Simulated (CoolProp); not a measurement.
Saturation properties of isopentane (Tc = 460.3 K, pc = 3.378 MPa, ω = 0.227).

Values from CoolProp's reference Helmholtz-energy equation of state, Lemmon 2006. It is a short technical equation, of lower accuracy than the large ones.

```json
[
 {"T (K)": "300.2", "p (MPa)": "0.09863", "vapour density (kg/m³)": "2.980", "liquid cp (kJ/(kg K))": "2.285", "liquid conductivity (mW/(m K))": "101"},
 {"T (K)": "306.4", "p (MPa)": "0.1218", "vapour density (kg/m³)": "3.630", "liquid cp (kJ/(kg K))": "2.318", "liquid conductivity (mW/(m K))": "99.2"},
 {"T (K)": "312.6", "p (MPa)": "0.1489", "vapour density (kg/m³)": "4.386", "liquid cp (kJ/(kg K))": "2.352", "liquid conductivity (mW/(m K))": "97.4"},
 {"T (K)": "318.8", "p (MPa)": "0.1805", "vapour density (kg/m³)": "5.259", "liquid cp (kJ/(kg K))": "2.386", "liquid conductivity (mW/(m K))": "95.5"},
 {"T (K)": "325", "p (MPa)": "0.2169", "vapour density (kg/m³)": "6.261", "liquid cp (kJ/(kg K))": "2.422", "liquid conductivity (mW/(m K))": "93.7"},
 {"T (K)": "331.2", "p (MPa)": "0.2588", "vapour density (kg/m³)": "7.407", "liquid cp (kJ/(kg K))": "2.459", "liquid conductivity (mW/(m K))": "91.9"},
 {"T (K)": "337.4", "p (MPa)": "0.3065", "vapour density (kg/m³)": "8.712", "liquid cp (kJ/(kg K))": "2.497", "liquid conductivity (mW/(m K))": "90.1"},
 {"T (K)": "343.6", "p (MPa)": "0.3605", "vapour density (kg/m³)": "10.19", "liquid cp (kJ/(kg K))": "2.536", "liquid conductivity (mW/(m K))": "88.2"},
 {"T (K)": "349.8", "p (MPa)": "0.4215", "vapour density (kg/m³)": "11.87", "liquid cp (kJ/(kg K))": "2.577", "liquid conductivity (mW/(m K))": "86.4"},
 {"T (K)": "356", "p (MPa)": "0.4899", "vapour density (kg/m³)": "13.75", "liquid cp (kJ/(kg K))": "2.620", "liquid conductivity (mW/(m K))": "84.5"},
 {"T (K)": "362.2", "p (MPa)": "0.5662", "vapour density (kg/m³)": "15.88", "liquid cp (kJ/(kg K))": "2.664", "liquid conductivity (mW/(m K))": "82.7"},
 {"T (K)": "368.3", "p (MPa)": "0.6496", "vapour density (kg/m³)": "18.23", "liquid cp (kJ/(kg K))": "2.710", "liquid conductivity (mW/(m K))": "80.8"},
 {"T (K)": "374.5", "p (MPa)": "0.7434", "vapour density (kg/m³)": "20.92", "liquid cp (kJ/(kg K))": "2.760", "liquid conductivity (mW/(m K))": "79.0"},
 {"T (K)": "380.7", "p (MPa)": "0.8468", "vapour density (kg/m³)": "23.94", "liquid cp (kJ/(kg K))": "2.813", "liquid conductivity (mW/(m K))": "77.1"},
 {"T (K)": "386.9", "p (MPa)": "0.9606", "vapour density (kg/m³)": "27.35", "liquid cp (kJ/(kg K))": "2.870", "liquid conductivity (mW/(m K))": "75.2"}
]
```

It boils at 301.0 K under 1 atm.

Thermal conductivity comes from a separate model (Vassiliou 2015).
